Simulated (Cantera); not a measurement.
Input: 1 mol SiCl4, 0.11 mol HCl, 420 mol H2, held at 1.00 bar.

These are equilibrium values from Cantera (NASA tables, ideal gas, pure condensed phases), not measurements of a reactor. Candidate condensed phases: Si; 19 gas species. The tables' values for SiCl are old estimates; treat these amounts as uncertain. Gases not in the tables: Si2H6 and higher silanes. Rates play no part. All values below are at 2248 K.

Base state: H2 0.982, HCl 0.00927, H 0.00728, Si 0.000581, SiH2 0.000365, SiH 0.000233, SiCl2 0.000161, SiCl 5.57e-5 (mole fractions); condensed: Si(l).

**Question.** What changes in the equilibrium state with this change: pressure from 1.00 bar to 0.133 bar?

**Answer.** 
```json
[
 {"species": "H2", "before": "0.982", "after": "0.968"},
 {"species": "H", "before": "0.00728", "after": "0.0198"},
 {"species": "HCl", "before": "0.00927", "after": "0.00929"},
 {"species": "Si", "before": "0.000581", "after": "0.00178"},
 {"species": "Cl", "before": "4.97e-5", "after": "0.000137"},
 {"species": "SiH2", "before": "0.000365", "after": "0.000147"},
 {"species": "Si(l), mol", "before": "0.396", "after": "0"}
]
```
